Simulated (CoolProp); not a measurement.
Water along the isobar 0.902 MPa: fugacity coefficient from the reference equation and from simpler models built on Tc = 647.1 K, pc = 22.06 MPa, ω = 0.344; each cubic takes its own stable root.

The numbers come from the reference Helmholtz-energy equation of state, Wagner 2002 in CoolProp.

```json
[
 {"T (K)": "310.6", "phase": "liquid", "reference": "0.007164"},
 {"T (K)": "332.6", "phase": "liquid", "reference": "0.02157"},
 {"T (K)": "354.6", "phase": "liquid", "reference": "0.05549"},
 {"T (K)": "376.6", "phase": "liquid", "reference": "0.1255"},
 {"T (K)": "398.7", "phase": "liquid", "reference": "0.2561"},
 {"T (K)": "420.7", "phase": "liquid", "reference": "0.4764"},
 {"T (K)": "442.7", "phase": "liquid", "reference": "0.8219"},
 {"T (K)": "464.7", "phase": "gas", "reference": "0.9492"},
 {"T (K)": "486.7", "phase": "gas", "reference": "0.9583"},
 {"T (K)": "508.8", "phase": "gas", "reference": "0.9653"},
 {"T (K)": "530.8", "phase": "gas", "reference": "0.9707"},
 {"T (K)": "552.8", "phase": "gas", "reference": "0.9751"},
 {"T (K)": "574.8", "phase": "gas", "reference": "0.9786"},
 {"T (K)": "596.8", "phase": "gas", "reference": "0.9815"}
]
```

Q: How far does each simpler model (van der Waals, Redlich-Kwong, Soave-Redlich-Kwong, Peng-Robinson) lie from the reference over these 14 states: mean and median of the absolute difference, and the worst?

A: 
- van der Waals: mean 934.0 %, median 10.3 %, worst +6865.4 % at 310.6 K and 0.902 MPa
- Redlich-Kwong: mean 91.5 %, median 9.2 %, worst +332.0 % at 310.6 K and 0.902 MPa
- Soave-Redlich-Kwong: mean 4.6 %, median 1.0 %, worst -21.7 % at 310.6 K and 0.902 MPa
- Peng-Robinson: mean 2.7 %, median 0.7 %, worst -12.9 % at 310.6 K and 0.902 MPa

At some of these states van der Waals, Redlich-Kwong gives the other phase, because its saturation line lies elsewhere.
